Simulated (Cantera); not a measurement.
Charge: 1 mol Si2H6, 0.69 mol NO, 0.12 mol H2, a varied amount of H2O, held at 1150 K and 0.460 bar.

Method: chemical equilibrium by Gibbs-energy minimisation in Cantera with the NASA 1993 tables (ideal gas, pure condensed phases). Candidate condensed phases: H2O, Si, SiO2, Si2N2O, Si3N4; 35 gas species. The feed counts by its element totals alone. The tables hold silica as quartz up to 1696 K and as liquid above; real silica turns to tridymite and cristobalite and melts near 1996 K. Equilibrium is a limit: real reactors are often held back by kinetics, nucleation or transport.

At 6.2 mol H2O, list the 4 most abundant gas species with their mole fractions, and the condensed phases.

H2 0.665, H2O 0.299, N2 0.0357, NH3 1.15e-5. Condensed: SiO2(β-quartz).
